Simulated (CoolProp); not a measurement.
The fluoroketone C6F12O (FK-5-1-12) along the isobar 0.101 MPa: Z from the reference equation and from simpler models built on Tc = 441.8 K, pc = 1.869 MPa, ω = 0.471; each cubic takes its own stable root.

Computed with CoolProp (reference Helmholtz-energy equation of state, McLinden 2015).

```json
[
 {"T (K)": "311.4", "phase": "liquid", "reference": "0.007894", "van der Waals": "0.9624", "Redlich-Kwong": "0.9491", "Soave-Redlich-Kwong": "0.008648"},
 {"T (K)": "319.1", "phase": "liquid", "reference": "0.007827", "van der Waals": "0.9645", "Redlich-Kwong": "0.9525", "Soave-Redlich-Kwong": "0.008584"},
 {"T (K)": "326.9", "phase": "gas", "reference": "0.9394", "van der Waals": "0.9664", "Redlich-Kwong": "0.9557", "Soave-Redlich-Kwong": "0.9466"},
 {"T (K)": "334.7", "phase": "gas", "reference": "0.9449", "van der Waals": "0.9683", "Redlich-Kwong": "0.9586", "Soave-Redlich-Kwong": "0.9506"},
 {"T (K)": "342.5", "phase": "gas", "reference": "0.9497", "van der Waals": "0.9700", "Redlich-Kwong": "0.9612", "Soave-Redlich-Kwong": "0.9542"},
 {"T (K)": "350.3", "phase": "gas", "reference": "0.9539", "van der Waals": "0.9715", "Redlich-Kwong": "0.9636", "Soave-Redlich-Kwong": "0.9575"},
 {"T (K)": "358.1", "phase": "gas", "reference": "0.9577", "van der Waals": "0.9730", "Redlich-Kwong": "0.9658", "Soave-Redlich-Kwong": "0.9606"},
 {"T (K)": "365.8", "phase": "gas", "reference": "0.9611", "van der Waals": "0.9743", "Redlich-Kwong": "0.9678", "Soave-Redlich-Kwong": "0.9633"},
 {"T (K)": "373.6", "phase": "gas", "reference": "0.9641", "van der Waals": "0.9756", "Redlich-Kwong": "0.9697", "Soave-Redlich-Kwong": "0.9659"},
 {"T (K)": "381.4", "phase": "gas", "reference": "0.9668", "van der Waals": "0.9768", "Redlich-Kwong": "0.9715", "Soave-Redlich-Kwong": "0.9682"},
 {"T (K)": "389.2", "phase": "gas", "reference": "0.9693", "van der Waals": "0.9779", "Redlich-Kwong": "0.9731", "Soave-Redlich-Kwong": "0.9704"},
 {"T (K)": "397", "phase": "gas", "reference": "0.9715", "van der Waals": "0.9789", "Redlich-Kwong": "0.9746", "Soave-Redlich-Kwong": "0.9724"},
 {"T (K)": "404.8", "phase": "gas", "reference": "0.9735", "van der Waals": "0.9799", "Redlich-Kwong": "0.9760", "Soave-Redlich-Kwong": "0.9743"}
]
```

At some of these states van der Waals, Redlich-Kwong gives the other phase, because its saturation line lies elsewhere.
